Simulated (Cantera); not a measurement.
Input (Python, Cantera) and output of one run.

```python
import numpy as np
import cantera as ct

gas_names = [...]  # 151 gases of nasa_gas.yaml made of C, H, N, O, Si
cond_names = """
    C(gr) C6H6(L) C7H8(L) C8H18(L),n-octa H2O(s) H2O(L) Si(cr) Si(L) SiC(b) SiO2(Lqz) SiO2(hqz) SiO2(L)
    Si2N2O(s) Si3N4(a)
""".split()


# ... load() reads the species with a 1 bar reference pressure and builds the phases ...
atoms = {
    'Si3N4': {'Si': 3, 'N': 4},
    'O2': {'O': 2},
    'H2': {'H': 2},
    'CO2': {'C': 1, 'O': 2},
}
top_T = {'C(gr)': 4500, 'SiC(b)': 3050, 'Si2N2O(s)': 2100, 'Si3N4(a)': 2400}  # K; cautious upper limits of use, not melting points


# ... equilibrate(T, P, feed) seeds the gas with the atoms and calls Mixture.equilibrate('TP', solver="vcs", rtol=1e-11, max_steps=5000) ...
results = []
feed = {'Si3N4': 1, 'O2': 1.1, 'H2': 2.8, 'CO2': 0.011}  # mol
T = 1350  # K
for P in [0.1, 0.75, 5.6, 42, 320, 2400, 18000, 130000, 1000000]:
    mix = equilibrate(T, P, feed)
    results.append((T, P, feed, dict(zip(mix.species_names, mix.species_moles))))
    x = sorted(zip(gas.X, gas.species_names), reverse=True)
    print(f"T = {T:g} K  P = {P:g} Pa  gas = {mix.phase_moles(0):.4g} mol")
    print("   x: " + "  ".join(f"{s} {v:.3e}" for v, s in x if v > 0.001))
    print("   condensed (mol): " + ("  ".join(f"{mix.phase(i).name} {mix.phase_moles(i):.4g}"
          for i in range(1, mix.n_phases) if mix.phase_moles(i) > 1e-12) or "none"))
```

Result:

```
T = 1350 K  P = 0.1 Pa  gas = 5.45 mol
   x: H2 5.129e-01  SiO 2.610e-01  N2 2.223e-01  CO 2.018e-03  H 1.707e-03
   condensed (mol): Si2N2O(s) 0.7885
T = 1350 K  P = 0.75 Pa  gas = 5.446 mol
   x: H2 5.139e-01  SiO 2.611e-01  N2 2.224e-01  CO 2.020e-03
   condensed (mol): Si2N2O(s) 0.789
T = 1350 K  P = 5.6 Pa  gas = 3.645 mol
   x: H2 7.680e-01  N2 2.088e-01  SiO 1.985e-02  CO 3.018e-03
   condensed (mol): SiO2(hqz) 0.4499  Si2N2O(s) 1.239
T = 1350 K  P = 42 Pa  gas = 3.555 mol
   x: H2 7.876e-01  N2 2.078e-01  CO 3.095e-03  SiO 1.354e-03
   condensed (mol): SiO2(hqz) 0.4724  Si2N2O(s) 1.261
T = 1350 K  P = 320 Pa  gas = 3.548 mol
   x: H2 7.890e-01  N2 2.077e-01  CO 3.100e-03
   condensed (mol): SiO2(hqz) 0.4738  Si2N2O(s) 1.263
T = 1350 K  P = 2400 Pa  gas = 3.548 mol
   x: H2 7.891e-01  N2 2.077e-01  CO 3.099e-03
   condensed (mol): SiO2(hqz) 0.4738  Si2N2O(s) 1.263
T = 1350 K  P = 18000 Pa  gas = 3.548 mol
   x: H2 7.891e-01  N2 2.077e-01  CO 3.087e-03
   condensed (mol): SiO2(hqz) 0.4737  Si2N2O(s) 1.263
T = 1350 K  P = 130000 Pa  gas = 3.546 mol
   x: H2 7.888e-01  N2 2.078e-01  CO 2.814e-03
   condensed (mol): SiO2(hqz) 0.474  Si2N2O(s) 1.263
T = 1350 K  P = 1e+06 Pa  gas = 3.533 mol
   x: H2 7.870e-01  N2 2.091e-01  CH4 2.322e-03
   condensed (mol): SiO2(hqz) 0.4782  Si2N2O(s) 1.261
```

Equilibrium computed with Cantera from the NASA thermochemical tables; the gas is ideal and each condensed phase is pure. Mutual solubility and eutectic melting of coexisting phases are not modelled. The tables hold silica as quartz up to 1696 K and as liquid above; real silica turns to tridymite and cristobalite and melts near 1996 K.
